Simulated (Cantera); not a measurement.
Cantera run, input and output.

```python
import numpy as np
import cantera as ct

gas = ct.Solution("gri30.yaml")
gas.TPX = 650, 1500000, {'CH4': 1, 'O2': 2.3, 'N2': 8.64}
inlet = ct.Reservoir(gas, clone=True)
gas.equilibrate("HP")  # start burning
reactor = ct.IdealGasConstPressureReactor(gas, energy="on", clone=False)
exhaust = ct.Reservoir(gas, clone=True)
tau = [0.12, 0.058, 0.028, 0.013, 0.0064, 0.0031, 0.0015, 0.00072, 0.00034, 0.00017, 8e-05, 3.8e-05, 1.8e-05][0]
for a, b in ((inlet, reactor), (reactor, exhaust)):
    ct.MassFlowController(a, b, mdot=lambda t: reactor.mass / tau)
net = ct.ReactorNet([reactor])
show = ['CH4', 'O2', 'C2H4', 'C2H6', 'CO', 'H2O2']

rows = []
print(f"{'tau/s':>10s}{'T/K':>9s}" + "".join(f"{s:>11s}" for s in show))
for tau in [0.12, 0.058, 0.028, 0.013, 0.0064, 0.0031, 0.0015, 0.00072, 0.00034, 0.00017, 8e-05, 3.8e-05, 1.8e-05]:
    net.initial_time = 0.0
    net.advance(30 * tau)
    before = gas.X
    net.advance(40 * tau)
    drift = np.max(np.abs(gas.X - before) / (gas.X + 1e-9))
    rows.append([gas.T, *gas[show].X, drift])
    print(f"{tau:10.3e}{gas.T:9.1f}" + "".join(f"{x:11.3e}" for x in gas[show].X))
```

It prints:

```
     tau/s      T/K        CH4         O2       C2H4       C2H6         CO       H2O2
 1.200e-01   2347.7  2.341e-07  2.319e-02  1.126e-12  4.821e-14  2.178e-03  4.840e-07
 5.800e-02   2348.6  4.796e-07  2.345e-02  4.723e-12  2.014e-13  2.194e-03  4.885e-07
 2.800e-02   2349.7  9.787e-07  2.384e-02  1.963e-11  8.326e-13  2.224e-03  4.953e-07
 1.300e-02   2351.0  2.063e-06  2.433e-02  8.685e-11  3.664e-12  2.289e-03  5.051e-07
 6.400e-03   2351.4  4.085e-06  2.481e-02  3.377e-10  1.422e-11  2.407e-03  5.165e-07
 3.100e-03   2350.2  8.142e-06  2.526e-02  1.319e-09  5.591e-11  2.638e-03  5.321e-07
 1.500e-03   2346.4  1.596e-05  2.572e-02  4.902e-09  2.120e-10  3.078e-03  5.568e-07
 7.200e-04   2338.3  3.064e-05  2.632e-02  1.696e-08  7.643e-10  3.885e-03  6.002e-07
 3.400e-04   2323.6  5.756e-05  2.722e-02  5.371e-08  2.600e-09  5.284e-03  6.786e-07
 1.700e-04   2302.2  1.006e-04  2.847e-02  1.410e-07  7.541e-09  7.284e-03  7.978e-07
 8.000e-05   2268.3  1.839e-04  3.052e-02  3.781e-07  2.355e-08  1.046e-02  9.987e-07
 3.800e-05   2220.2  3.464e-04  3.360e-02  1.027e-06  7.866e-08  1.498e-02  1.301e-06
 1.800e-05   2148.1  7.420e-04  3.884e-02  3.509e-06  3.658e-07  2.191e-02  1.810e-06
```

Model: GRI-Mech 3.0 (53 species, 325 reactions), integrated in Cantera. The pressure lies above the range GRI-Mech 3.0 was tuned for (to about 10 atm).
